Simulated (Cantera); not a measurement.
Standard-state values (1 bar) from the NASA 1993 polynomials, evaluated with Cantera. Values are per mole of reaction as written; species without (g) are pure solids or liquids, kept so even where they would boil at 1 bar.

O3(g) + Cr → CrO3(g), with ΔH° = -434.7 kJ and ΔS° = 3.5 J/K at 300 K.

Question: How far is the shortcut ΔG° ≈ ΔH°(300 K) − T·ΔS°(300 K) from the full temperature-dependent value at 2425, 2450, 2475, 2500, 2525, 2550 K?

Answer: 
| T (K) | shortcut (kJ) | full (kJ) | difference (kJ) | difference in log10 K | condensed phases |
|---|---|---|---|---|---|
| 2425 | -443.3 | -414.6 | -28.6 | 0.62 | Cr(l) |
| 2450 | -443.3 | -413.8 | -29.6 | 0.63 | Cr(l) |
| 2475 | -443.4 | -412.9 | -30.5 | 0.64 | Cr(l) |
| 2500 | -443.5 | -412.1 | -31.4 | 0.66 | Cr(l) |
| 2525 | -443.6 | -411.2 | -32.4 | 0.67 | Cr(l) |
| 2550 | -443.7 | -410.4 | -33.3 | 0.68 | Cr(l) |
The shortcut ignores heat capacities and the phase changes listed.
